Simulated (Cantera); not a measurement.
A perfectly stirred reactor is fed with CH₄ : H₂ = 1 : 21 (molar parts), at 0.000580 bar; it is held at 1925 K, and followed from long to short residence time.

Detailed kinetics in Cantera: GRI-Mech 3.0 (53 species, 325 reactions). GRI-Mech 3.0 stops at C3 and has no aromatics, soot or wall deposition, so with more carbon than oxygen in the feed, carbon stays in small species such as C2H2 where larger ones or solid carbon would form. Radical loss at walls, strong at low pressure, is not modelled.

**Question.** What does this change do: H2 21 to 16 parts?

**Answer.** 
```json
[
 {"quantity": "x(CH₄) at τ = 2.10 s", "before": "0.0165", "after": "0.0196"},
 {"quantity": "x(H₂) at τ = 2.10 s", "before": "0.964", "after": "0.956"},
 {"quantity": "x(H) at τ = 2.10 s", "before": "0.00471", "after": "0.00460"},
 {"quantity": "x(C₂H₂) at τ = 2.10 s", "before": "0.0129", "after": "0.0174"},
 {"quantity": "x(C₂H) at τ = 2.10 s", "before": "9.05e-7", "after": "1.20e-6"},
 {"quantity": "x(CH₄) at τ = 44.0 ms", "before": "0.0449", "after": "0.0580"},
 {"quantity": "x(H₂) at τ = 44.0 ms", "before": "0.954", "after": "0.941"},
 {"quantity": "x(H) at τ = 44.0 ms", "before": "0.000509", "after": "0.000579"},
 {"quantity": "x(C₂H₂) at τ = 44.0 ms", "before": "1.31e-5", "after": "2.94e-5"},
 {"quantity": "x(C₂H) at τ = 44.0 ms", "before": "1.00e-10", "after": "2.59e-10"}
]
```

**Question.** What does this change do: H2 21 to 3.2 parts?

**Answer.** 
| quantity | before | after |
|---|---|---|
| x(CH₄) at τ = 2.10 s | 0.0165 | 0.0469 |
| x(H₂) at τ = 2.10 s | 0.964 | 0.870 |
| x(H) at τ = 2.10 s | 0.00471 | 0.00377 |
| x(C₂H₂) at τ = 2.10 s | 0.0129 | 0.0748 |
| x(C₂H) at τ = 2.10 s | 9.05e-7 | 4.65e-6 |
| x(CH₄) at τ = 44.0 ms | 0.0449 | 0.226 |
| x(H₂) at τ = 44.0 ms | 0.954 | 0.765 |
| x(H) at τ = 44.0 ms | 0.000509 | 0.000850 |
| x(C₂H₂) at τ = 44.0 ms | 1.31e-5 | 0.00153 |
| x(C₂H) at τ = 44.0 ms | 1.00e-10 | 2.44e-8 |

**Question.** What does this change do: H2 21 to 5 parts?

**Answer.** 
```
quantity                  before     after
----------------------  --------  --------
x(CH₄) at τ = 2.10 s      0.0165    0.0382
x(H₂) at τ = 2.10 s        0.964     0.901
x(H) at τ = 2.10 s       0.00471   0.00401
x(C₂H₂) at τ = 2.10 s     0.0129    0.0531
x(C₂H) at τ = 2.10 s     9.05e-7   3.38e-6
x(CH₄) at τ = 44.0 ms     0.0449     0.161
x(H₂) at τ = 44.0 ms       0.954     0.834
x(H) at τ = 44.0 ms     0.000509  0.000811
x(C₂H₂) at τ = 44.0 ms   1.31e-5  0.000593
x(C₂H) at τ = 44.0 ms   1.00e-10   8.26e-9
```
